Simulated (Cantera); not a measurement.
Adiabatic ignition

An adiabatic, constant-volume homogeneous reactor starts with 7.75 % CH4, 19.4 % O2, 72.9 % N2, at 1800 K and 0.740 bar.

Detailed kinetics in Cantera: GRI-Mech 3.0 (53 species, 325 reactions).

```csv
t (s),T (K),P (bar),x CH4,x O2,x CH3,x NO,x C2H
3.00e-6,1800,0.740,0.0775,0.194,2.09e-5,<1e-12,<1e-12
7.05e-6,1800,0.740,0.0775,0.194,5.48e-5,1.48e-12,<1e-12
1.66e-5,1799,0.740,0.0773,0.194,0.000147,5.08e-12,<1e-12
3.89e-5,1799,0.740,0.0769,0.194,0.000448,2.27e-11,<1e-12
9.15e-5,1810,0.745,0.0725,0.191,0.00203,2.51e-10,2.32e-10
0.000215,2842,1.23,<1e-12,0.0495,<1e-12,0.00144,<1e-12
0.000505,2890,1.25,<1e-12,0.0463,<1e-12,0.00789,<1e-12
0.00119,2883,1.24,<1e-12,0.0434,<1e-12,0.0150,<1e-12
0.00279,2881,1.24,<1e-12,0.0425,<1e-12,0.0172,<1e-12
0.00656,2881,1.24,<1e-12,0.0425,<1e-12,0.0173,<1e-12
0.0154,2881,1.24,<1e-12,0.0425,<1e-12,0.0173,<1e-12
0.0362,2881,1.24,<1e-12,0.0425,<1e-12,0.0173,<1e-12
0.0851,2881,1.24,<1e-12,0.0425,<1e-12,0.0173,<1e-12
0.200,2881,1.24,<1e-12,0.0425,<1e-12,0.0173,<1e-12
```
x: mole fraction; the columns are a selection and need not sum to one.

```yaml
time_of_steepest_temperature_rise: 0.139 ms
temperature at 0.200 s: 2881 K
equilibrium_temperature: 2881 K
x(CH4) at 0.200 s: <1e-12 (gas-phase equilibrium <1e-12)
x(O2) at 0.200 s: 0.0425 (gas-phase equilibrium 0.0425)
x(CH3) at 0.200 s: <1e-12 (gas-phase equilibrium <1e-12)
```
